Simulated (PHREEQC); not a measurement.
# Brine (model solution)

Consider water at 20 °C with 0.0099 mol Na2SO4, 0.39 mol MgSO4 and 0.31 mol LiCl per kg of water. Closed to the air; pH follows from the charge balance.

Computed with PHREEQC (ion-association model, phreeqc.dat).

No solid was allowed to form.

Question: What ionic strength does the model give?

Answer: ionic strength 0.985 mol/kgw.

Question: In which forms is Li present?

Answer: Li+ 90 %, LiSO4- 10 % of the Li.

The ionic strength is past about 0.7 mol/kgw, beyond the range of this activity model, so the values are rough.
